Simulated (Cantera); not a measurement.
# Gas-phase reforming

An isothermal, constant-pressure homogeneous reactor starts with 39.4 % CH4, 55.1 % CO2, 5.51 % H2, at 1600 K and 0.300 bar.

Computed with Cantera and GRI-Mech 3.0 (53 species, 325 reactions).

| t (s) | x CH4 | x CO2 | x H2 | x CO | x O | x HO2 |
|---|---|---|---|---|---|---|
| 3.00e-6 | 0.394 | 0.551 | 0.0551 | 2.68e-8 | <1e-12 | <1e-12 |
| 1.11e-5 | 0.394 | 0.551 | 0.0551 | 1.25e-7 | <1e-12 | <1e-12 |
| 4.08e-5 | 0.394 | 0.551 | 0.0551 | 7.09e-7 | <1e-12 | <1e-12 |
| 0.000150 | 0.394 | 0.551 | 0.0552 | 5.88e-6 | <1e-12 | <1e-12 |
| 0.000555 | 0.393 | 0.551 | 0.0554 | 5.95e-5 | 1.82e-12 | <1e-12 |
| 0.00205 | 0.390 | 0.550 | 0.0571 | 0.000499 | 5.56e-12 | <1e-12 |
| 0.00755 | 0.371 | 0.542 | 0.0708 | 0.00344 | 1.18e-11 | <1e-12 |
| 0.0278 | 0.309 | 0.503 | 0.122 | 0.0185 | 1.63e-11 | <1e-12 |
| 0.103 | 0.190 | 0.388 | 0.183 | 0.0862 | 2.53e-11 | <1e-12 |
| 0.378 | 0.0610 | 0.183 | 0.183 | 0.246 | 5.01e-11 | <1e-12 |
| 1.40 | 0.0223 | 0.102 | 0.237 | 0.345 | 6.63e-11 | <1e-12 |
| 5.15 | 0.0144 | 0.0623 | 0.316 | 0.426 | 5.81e-11 | <1e-12 |
| 19.0 | 0.00660 | 0.0362 | 0.378 | 0.482 | 5.36e-11 | <1e-12 |
| 70.0 | 0.00147 | 0.0266 | 0.405 | 0.501 | 5.02e-11 | <1e-12 |
x: mole fraction; the columns are a selection and need not sum to one.

Equilibrium at this temperature and pressure: CH4 6.91e-8, CO2 0.0256, H2 0.409, CO 0.503, O 4.97e-11, HO2 <1e-12 (gas phase only).
